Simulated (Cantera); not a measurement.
## Equilibrium for tantalum, niobium, vanadium and zirconium in process gases: Zr + NH3

A closed system holds: 1 mol Zr, 0.43 mol NH3, equilibrated at 1400 °C and 1.33 mbar.

Method: chemical equilibrium by Gibbs-energy minimisation in Cantera with the NASA 1993 tables (ideal gas, pure condensed phases). Candidate condensed phases: Zr, ZrN; 11 gas species. Mutual solubility and eutectic melting of coexisting phases are not modelled. ZrN: taken at fixed stoichiometry. Condensed phases not in the tables: N, O or C dissolved in the metal. The numbers say what is thermodynamically allowed, not how fast it happens.

```
Quantity         Value
----------  ----------
x(H2)            0.997
x(H)           0.00312
n(Zr(β))     0.570 mol
n(ZrN(s))    0.430 mol
gas amount  0.6460 mol
```
